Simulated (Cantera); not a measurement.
**Premixed flame**

A freely propagating, adiabatic, planar premixed flame of 23.1 % CO, 3.00 % H2, 15.5 % O2, 58.4 % N2, unburnt at 650 K and 9.87 atm; mixture-averaged transport, grid criteria slope 0.08 and curve 0.16, no radiation.

Cantera simulation using GRI-Mech 3.0 (53 species, 325 reactions); the numbers are that mechanism's predictions, not measurements. The hydrogen kinetics of GRI-Mech 3.0 are dated; newer H2 mechanisms differ, most at raised pressure. Burning velocities carry a grid error of a few per cent, more on coarse grids.

```csv
z (mm),T (K),u (m/s),x CO,x H2,x O2,x H,x O,x NO
-0.199,650,0.976,0.231,0.0297,0.155,<1e-8,<1e-8,<1e-8
-0.132,650,0.976,0.231,0.0288,0.156,<1e-8,<1e-8,<1e-8
-0.0993,652,0.977,0.231,0.0274,0.156,<1e-8,<1e-8,<1e-8
-0.0662,660,0.987,0.232,0.0243,0.156,<1e-8,1.45e-8,1.73e-8
-0.0331,778,1.15,0.226,0.0163,0.152,4.76e-7,5.03e-6,4.90e-7
-0.0165,1093,1.60,0.203,0.00966,0.138,0.000146,0.000310,3.85e-6
0,1539,2.20,0.154,0.00351,0.106,0.00133,0.00350,1.34e-5
0.0165,1846,2.57,0.108,0.00147,0.0797,0.00228,0.00665,2.97e-5
0.0331,2024,2.78,0.0808,0.00128,0.0656,0.00232,0.00693,4.88e-5
0.0662,2208,2.99,0.0569,0.00114,0.0544,0.00160,0.00528,8.63e-5
0.132,2355,3.15,0.0402,0.000820,0.0469,0.000784,0.00311,0.000155
0.265,2453,3.26,0.0282,0.000562,0.0416,0.000386,0.00184,0.000277
0.529,2510,3.32,0.0208,0.000413,0.0382,0.000224,0.00124,0.000489
```
x: mole fraction of selected species; z is measured from the peak of heat release.

- laminar burning velocity: 97.7 cm/s
- thermal thickness: 0.0662 mm
- peak x(H): 0.00239
- peak x(O): 0.00705
- grid points: 117
